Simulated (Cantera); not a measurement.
## Thermodynamics of tantalum, niobium, vanadium and zirconium in process gases, feed Ta + CH₄ + H₂

A closed system holds: 1 mol Ta, 0.58 mol CH₄, 120 mol H₂, at 1248.15 K and 5.60 bar.

Method: chemical equilibrium by Gibbs-energy minimisation in Cantera with the NASA 1993 tables (ideal gas, pure condensed phases). Candidate condensed phases: C, C₆H₆, C₇H₈, C₈H₁₈, Ta, TaC; 77 gas species. Mutual solubility and eutectic melting of coexisting phases are not modelled. TaC: taken at fixed stoichiometry. Condensed phases not in the tables: Ta₂C, N, O or C dissolved in the metal. The numbers say what is thermodynamically allowed, not how fast it happens.

The x(H₂) comes out as 1.00 and the n(Ta(s)) is 0.420 mol. The n(TaC(s)) is 0.580 mol and the gas amount is 121.2 mol. The log10 activity of C(graphite) (absent) comes out as -5.88.
